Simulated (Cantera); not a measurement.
Input (Python, Cantera):

```python
import numpy as np
import cantera as ct

gas = ct.Solution("gri30.yaml")
gas.TPX = 1400, 2666, {'H2': 0.0073, 'O2': 1}
reactor = ct.IdealGasConstPressureReactor(gas, energy="off", clone=False)
net = ct.ReactorNet([reactor])
net.rtol, net.atol = 1e-08, 1e-18
show = ['H2', 'O2', 'OH', 'H2O2', 'H2O', 'O']
times = np.geomspace(1e-06, 5, 13)

steps = ct.SolutionArray(gas, extra=["t"])
rows = []
print(f"{'t/s':>10s}{'T/K':>9s}{'P/Pa':>11s}" + "".join(f"{s:>11s}" for s in show))
for t in times:
    while net.time < t:
        t_next = net.step()
        steps.append(gas.state, t=t_next)
    rows.append([np.interp(t, steps.t, y) for y in (steps.T, steps.P, *steps(*show).X.T)])
    print(f"{t:10.3e}{rows[-1][0]:9.1f}{rows[-1][1]:11.4g}" + "".join(f"{x:11.3e}" for x in rows[-1][2:]))
rate = np.gradient(steps.T, steps.t)
print("integrator steps:", len(steps.t))
if steps.T.max() > steps.T[0] + 200:
    print(f"time of steepest temperature rise: {steps.t[rate.argmax()]:.4e} s")
gas.TPX = 1400, 2666, {'H2': 0.0073, 'O2': 1}
gas.equilibrate("TP")
print(f"equilibrium (TP): T = {gas.T:.1f} K  " + "  ".join(f"{s} {gas[s].X[0]:.3e}" for s in show))
```

Result:

```
       t/s      T/K       P/Pa         H2         O2         OH       H2O2        H2O          O
 1.000e-06   1400.0       2666  7.247e-03  9.928e-01  1.674e-11  9.073e-16  3.369e-14  1.675e-11
 3.616e-06   1400.0       2666  7.247e-03  9.928e-01  1.990e-10  1.177e-14  1.460e-12  1.994e-10
 1.308e-05   1400.0       2666  7.247e-03  9.928e-01  1.958e-09  1.529e-13  5.537e-11  1.973e-09
 4.729e-05   1400.0       2666  7.247e-03  9.928e-01  1.298e-08  1.961e-12  1.499e-09  1.337e-08
 1.710e-04   1400.0       2666  7.247e-03  9.928e-01  7.254e-08  2.397e-11  3.071e-08  7.959e-08
 6.184e-04   1400.0       2666  7.245e-03  9.928e-01  9.988e-07  2.510e-10  1.048e-06  1.174e-06
 2.236e-03   1400.0       2666  5.034e-03  9.906e-01  1.075e-03  1.718e-08  1.625e-03  1.517e-03
 8.086e-03   1400.0       2666  2.036e-05  9.860e-01  9.521e-04  1.361e-08  6.679e-03  6.229e-03
 2.924e-02   1400.0       2666  1.791e-05  9.868e-01  8.934e-04  1.302e-08  6.727e-03  5.447e-03
 1.057e-01   1400.0       2666  1.191e-05  9.888e-01  7.294e-04  1.112e-08  6.850e-03  3.565e-03
 3.824e-01   1400.0       2666  4.251e-06  9.913e-01  4.367e-04  6.823e-09  7.039e-03  1.243e-03
 1.383e+00   1400.0       2666  7.387e-07  9.924e-01  1.824e-04  2.294e-09  7.180e-03  2.125e-04
 5.000e+00   1400.0       2666  9.923e-08  9.927e-01  6.699e-05  4.793e-10  7.240e-03  2.838e-05
integrator steps: 1138
equilibrium (TP): T = 1400.0 K  H2 2.029e-08  O2 9.927e-01  OH 3.036e-05  H2O2 1.320e-10  H2O 7.258e-03  O 5.812e-06
```

Detailed kinetics in Cantera: GRI-Mech 3.0 (53 species, 325 reactions). Radical loss at walls, strong at low pressure, is not modelled.
